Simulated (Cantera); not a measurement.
Input (Python, Cantera):

```python
import numpy as np
import cantera as ct

gas = ct.Solution("gri30.yaml", transport_model="multicomponent")
show = ['H2', 'H2O', 'C2H2']

rows = []
print(f"{'T/K':>7s}{'rho':>11s}{'cp':>10s}{'mu':>11s}{'lambda':>11s}{'Pr':>7s}" + "".join(f"{'D_' + s:>11s}" for s in show))
for T in [400, 550, 700, 850, 1000, 1150, 1300, 1450]:
    gas.TPX = T, 880, {'H2O': 0.71, 'H2': 0.61, 'CH3OH': 0.81}
    Pr = gas.cp_mass * gas.viscosity / gas.thermal_conductivity
    D = [gas.mix_diff_coeffs_mole[gas.species_index(s)] for s in show]
    rows.append([gas.density, gas.cp_mass, gas.viscosity, gas.thermal_conductivity, Pr, *D])
    print(f"{T:7g}{gas.density:11.4e}{gas.cp_mass:10.1f}{gas.viscosity:11.4e}"
          f"{gas.thermal_conductivity:11.4e}{Pr:7.3f}" + "".join(f"{d:11.4e}" for d in D))
print("SI units: kg/m3, J/kg/K, Pa s, W/m/K, m2/s")
```

Result:

```
    T/K        rho        cp         mu     lambda     Pr       D_H2      D_H2O     D_C2H2
    400 4.9658e-03    2096.9 1.3834e-05 6.3543e-02  0.457 1.3946e-02 4.8221e-03 3.5424e-03
    550 3.6115e-03    2368.8 1.9025e-05 8.9873e-02  0.501 2.4436e-02 9.0585e-03 6.4835e-03
    700 2.8376e-03    2616.4 2.4010e-05 1.1728e-01  0.536 3.7040e-02 1.4427e-02 1.0106e-02
    850 2.3369e-03    2821.3 2.8744e-05 1.4524e-01  0.558 5.1561e-02 2.0802e-02 1.4333e-02
   1000 1.9863e-03    3010.4 3.3228e-05 1.7351e-01  0.577 6.7862e-02 2.8091e-02 1.9110e-02
   1150 1.7272e-03    3171.6 3.7481e-05 2.0199e-01  0.589 8.5836e-02 3.6223e-02 2.4398e-02
   1300 1.5279e-03    3311.4 4.1524e-05 2.3018e-01  0.597 1.0540e-01 4.5141e-02 3.0165e-02
   1450 1.3699e-03    3432.3 4.5380e-05 2.5793e-01  0.604 1.2649e-01 5.4799e-02 3.6386e-02
SI units: kg/m3, J/kg/K, Pa s, W/m/K, m2/s
```

Detailed kinetics in Cantera: GRI-Mech 3.0 (53 species, 325 reactions). Polar gases are described roughly by these parameters. The composition is frozen, though it would react at the higher temperatures.
